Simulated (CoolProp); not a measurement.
The fluid at 298.15 K and 1.75 MPa flows at 0.21 m/s in a round tube of 100 mm bore and 0.25 µm roughness, fully developed (64/Re and Nu = 3.66 if laminar; Colebrook and Gnielinski if turbulent). The same conditions are run with several fluids, on thermodynamics alone (safety and materials aside).

Values from CoolProp's reference Helmholtz-energy equation of state of each fluid (ammonia: Gao 2020; toluene: Lemmon 2006; n-pentane: Thol 2019; R124: de Vries 1995; R11: Jacobsen 1992).

```tsv
fluid	Reynolds number	Darcy friction factor	pressure drop (Pa/m)	heat-transfer coefficient (W/(m² K))	mass flow (kg/h)
ammonia	95700	0.0182	2.42	1220	3580
toluene	32400	0.0231	4.39	299	5130
n-pentane	71100	0.0194	2.66	382	3700
R124	112000	0.0176	5.28	365	8090
R11	70500	0.0194	6.33	317	8790
```

Transport values come from each fluid's own correlations; those of n-pentane, R124, R11 are estimates that may be off by 10 % or more.
